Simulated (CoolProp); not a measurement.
A closed Brayton cycle with carbon dioxide: compressor inlet 309.15 K and 8.5 MPa, high pressure 28.5 MPa, turbine inlet 885 K, compressor efficiency 0.85, turbine efficiency 0.93, recuperator effectiveness 0 (on enthalpy, no pinch check). Each further row changes one setting.

Computed with CoolProp (reference Helmholtz-energy equation of state, Span 1996).

```
case                           thermal efficiency (%)  net work (kJ/kg)  compressor to turbine work  compressor exit (K)  turbine exit (K)
-----------------------------  ----------------------  ----------------  --------------------------  -------------------  ----------------
as stated                                         ___               139                        0.20                354.0             730.4
turbine inlet 835 K                              18.6               ___                         ___                354.0             685.8
compressor inlet 319.15 K                         ___               117                        0.33                  ___             730.4
high pressure 24.2 MPa                            ___               124                         ___                  ___             750.5
recuperator effectiveness 0.5                    26.2               139                        0.20                354.0             730.4
```

Problem. Some entries are withheld; supply them.

Solution. 
- as stated, thermal efficiency (%): 18.5
- turbine inlet 835 K, net work (kJ/kg): 128
- turbine inlet 835 K, compressor to turbine work: 0.22
- compressor inlet 319.15 K, thermal efficiency (%): 18.3
- compressor inlet 319.15 K, compressor exit (K): 411.1
- high pressure 24.2 MPa, thermal efficiency (%): 16.3
- high pressure 24.2 MPa, compressor to turbine work: 0.18
- high pressure 24.2 MPa, compressor exit (K): 347.1
